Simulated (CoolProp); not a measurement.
Properties of toluene along the isotherm 346.85 °C (Tc = 318.6 °C, pc = 4.126 MPa, ω = 0.266).

Values from CoolProp's reference Helmholtz-energy equation of state, Lemmon 2006. It is a short technical equation, of lower accuracy than the large ones.

| p (MPa) | phase | Z | cv (kJ/(kg K)) | speed of sound (m/s) | isothermal compressibility (1/MPa) | Prandtl number | fugacity coefficient |
|---|---|---|---|---|---|---|---|
| 0.86 | gas | 0.9319 | 2.107 | 226.5 | 1.251 | 0.729 | 0.9354 |
| 1.72 | gas | 0.8580 | 2.128 | 210.0 | 0.6864 | 0.757 | 0.8726 |
| 2.58 | gas | [?] | 2.153 | 191.5 | 0.5176 | 0.800 | 0.8113 |
| 3.44 | gas | [?] | 2.185 | 170.7 | 0.4619 | 0.868 | 0.7513 |
| 4.3 | supercritical | 0.5718 | 2.230 | 147.1 | 0.4854 | 1.02 | 0.6920 |
| 5.16 | supercritical | 0.4243 | 2.295 | 120.5 | 0.6800 | 1.62 | 0.6323 |
| 6.02 | supercritical | [?] | 2.278 | 139.6 | 0.2938 | 2.28 | 0.5719 |
| 6.88 | supercritical | [?] | [?] | 190.8 | 0.1057 | 2.18 | 0.5205 |
| 7.74 | supercritical | 0.3109 | 2.226 | 230.2 | 0.06201 | 2.19 | 0.4795 |
| 8.6 | supercritical | 0.3304 | 2.216 | 262.1 | 0.04367 | 2.23 | [?] |
| 9.46 | supercritical | 0.3516 | 2.210 | 289.3 | 0.03368 | 2.27 | 0.4192 |
| 10.3 | supercritical | 0.3732 | 2.206 | 312.8 | 0.02752 | 2.31 | 0.3970 |

Question: Complete the blanks.

Answer: 
- 2.58, Z: 0.7761
- 3.44, Z: 0.6830
- 6.02, Z: 0.3004
- 6.88, Z: 0.2960
- 6.88, cv (kJ/(kg K)): 2.243
- 8.6, fugacity coefficient: 0.4463

Viscosity comes from a separate model (Avgeri 2015). Thermal conductivity comes from a separate model (Assael 2012).
